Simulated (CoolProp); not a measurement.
A single-stage vapour-compression cycle with R115: evaporating at 202.15 K (dew point), condensing at 271.15 K (bubble point), superheat 0 K, subcooling 2 K, compressor efficiency 0.9, no pressure losses. Each further row changes one setting.

Computed with CoolProp (reference Helmholtz-energy equation of state, Lemmon 2016).

```tsv
case	cooling COP	pressure ratio	discharge temperature (K)	refrigerating effect (kJ/kg)	volumetric capacity (kJ/m³)
as stated	1.78	22.0	275.5	73.4	128
evaporating temperature 207.15 K	2.04	___	274.0	___	___
condensing temperature 266.15 K	___	18.7	271.0	78.4	137
subcooling 7 K	1.90	22.0	275.5	78.4	137
superheat 10 K	___	22.0	___	79.3	___
compressor efficiency 0.8	___	22.0	282.4	73.4	128
```

### Question
Some entries are withheld; supply them.

### Answer

- evaporating temperature 207.15 K, pressure ratio: 16.2
- evaporating temperature 207.15 K, refrigerating effect (kJ/kg): 76.2
- evaporating temperature 207.15 K, volumetric capacity (kJ/m³): 177
- condensing temperature 266.15 K, cooling COP: 2.02
- superheat 10 K, cooling COP: 1.83
- superheat 10 K, discharge temperature (K): 286.3
- superheat 10 K, volumetric capacity (kJ/m³): 132
- compressor efficiency 0.8, cooling COP: 1.58
